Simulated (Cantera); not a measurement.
A perfectly stirred reactor is fed with 5.88 % CO, 7.64 % H2, 1.70 % CH4, 11.3 % O2, 58.8 % N2, 14.7 % H2O, at 2.40 bar; it is adiabatic with a 725 K inlet, and is followed from long to short residence time, starting on the burning branch (τ in s: 0.067, 0.024, 0.009, 0.0033, 0.0012, 0.00044, 0.00016, 5.9e-05, 2.2e-05).

Computed with Cantera and GRI-Mech 3.0 (53 species, 325 reactions).

Question: Predict: blow-out, bracketed by the residence times tried; x(CO) at τ = 67.0 ms; x(H2) at τ = 67.0 ms; x(CH4) at τ = 67.0 ms; x(CH2O) at τ = 67.0 ms; x(CO2) at τ = 67.0 ms; x(CO) at τ = 1.20 ms; x(H2) at τ = 1.20 ms; x(CH4) at τ = 1.20 ms; x(CH2O) at τ = 1.20 ms; x(CO2) at τ = 1.20 ms.

Answer: 
```
Quantity                                                                       Value
------------------------------------------------  ----------------------------------
blow-out, bracketed by the residence times tried  burning at 59.0 µs, out at 22.0 µs
x(CO) at τ = 67.0 ms                                                         0.00147
x(H2) at τ = 67.0 ms                                                         0.00102
x(CH4) at τ = 67.0 ms                                                        1.38e-6
x(CH2O) at τ = 67.0 ms                                                       1.91e-7
x(CO2) at τ = 67.0 ms                                                         0.0797
x(CO) at τ = 1.20 ms                                                         0.00814
x(H2) at τ = 1.20 ms                                                         0.00547
x(CH4) at τ = 1.20 ms                                                        2.23e-5
x(CH2O) at τ = 1.20 ms                                                       3.18e-6
x(CO2) at τ = 1.20 ms                                                         0.0724
```
